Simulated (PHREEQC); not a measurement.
A solution holds 9.1 mmol/kgw KOH and 1.3 mmol/kgw NaHCO3, at 3.4 °C. Closed to the air; pH follows from the charge balance.

Model: ion-association model, phreeqc.dat, run in PHREEQC.

This is a speciation only: nothing precipitates in the calculation.

**Question.** What pH, specific conductance does the model give?

**Answer.** pH 12.64; specific conductance 1270 µS/cm.

Away from 25 °C the constants follow the database's enthalpies or fits; those with neither stay at their 25 °C values.
